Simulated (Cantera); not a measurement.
A freely propagating, adiabatic, planar premixed flame of 12.1 % CH4, 0.919 % C2H6, 18.3 % O2, 68.7 % N2, equivalence ratio 1.5, unburnt at 650 K and 660 Torr; mixture-averaged transport, grid criteria slope 0.08 and curve 0.16, no radiation.

Computed with Cantera and GRI-Mech 3.0 (53 species, 325 reactions). Burning velocities carry a grid error of a few per cent, more on coarse grids.

x: mole fraction of selected species; z is measured from the peak of heat release.

| z (mm) | T (K) | u (m/s) | x CH4 | x C2H6 | x O2 | x CO2 | x O | x C2H |
|---|---|---|---|---|---|---|---|---|
| -1.84 | 651 | 0.741 | 0.120 | 0.00916 | 0.182 | 5.07e-7 | <1e-8 | <1e-8 |
| -1.23 | 656 | 0.752 | 0.119 | 0.00909 | 0.180 | 7.99e-6 | <1e-8 | <1e-8 |
| -0.920 | 674 | 0.778 | 0.117 | 0.00900 | 0.178 | 4.95e-5 | <1e-8 | <1e-8 |
| -0.613 | 772 | 0.906 | 0.108 | 0.00860 | 0.168 | 0.000466 | 4.63e-8 | <1e-8 |
| -0.307 | 1179 | 1.42 | 0.0749 | … | 0.126 | 0.00403 | 4.91e-6 | <1e-8 |
| -0.153 | 1539 | 1.89 | 0.0436 | … | 0.0823 | 0.00946 | 4.35e-5 | 5.33e-8 |
| 0 | 1863 | 2.32 | 0.0148 | … | 0.0366 | 0.0174 | 0.000139 | 1.27e-6 |
| 0.153 | 2031 | 2.54 | 0.00341 | … | 0.0118 | 0.0246 | 0.000149 | 3.06e-6 |
| 0.307 | 2091 | 2.62 | 0.000919 | … | 0.00350 | 0.0295 | 9.83e-5 | 2.36e-6 |
| 0.613 | 2123 | 2.66 | 0.000151 | … | 0.000374 | 0.0344 | 5.30e-5 | 8.01e-7 |
| 1.23 | 2135 | 2.67 | 1.90e-5 | <1e-8 | 3.99e-5 | 0.0369 | 3.59e-5 | 1.25e-7 |
| 2.45 | 2141 | 2.68 | 1.37e-6 | <1e-8 | 2.37e-5 | 0.0373 | 2.57e-5 | <1e-8 |
| 4.91 | 2147 | 2.68 | 4.38e-8 | <1e-8 | 1.51e-5 | 0.0372 | 1.65e-5 | <1e-8 |

Q: Complete the blanks.

A: 
- -0.307, x C2H6: 0.00622
- -0.153, x C2H6: 0.00290
- 0, x C2H6: 0.000317
- 0.153, x C2H6: 1.37e-5
- 0.307, x C2H6: 1.03e-6
- 0.613, x C2H6: 2.55e-8
